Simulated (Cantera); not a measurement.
Feed: 1 mol Si3N4, 0.96 mol N2O, 270 mol N2, equilibrated at 1798.15 K and 10.0 Torr.

These are equilibrium values from Cantera (NASA tables, ideal gas, pure condensed phases), not measurements of a reactor. Candidate condensed phases: Si, SiO2, Si2N2O, Si3N4; 16 gas species. The numbers say what is thermodynamically allowed, not how fast it happens.

Base state: N2 0.996, SiO 0.00352, Si 0.000173, Si2N 1.06e-5 (mole fractions); condensed: Si3N4(s).

Q: What changes in the equilibrium state with this change: N2O from 0.96 to 0.011 mol?

A: 
| species | before | after |
|---|---|---|
| N2 | 0.996 | 1.000 |
| Si | 0.000173 | 0.000172 |
| SiO | 0.00352 | 4.07e-5 |
| Si2N | 1.06e-5 | 1.06e-5 |
| Si3N4(s), mol | 0.661 | 0.978 |
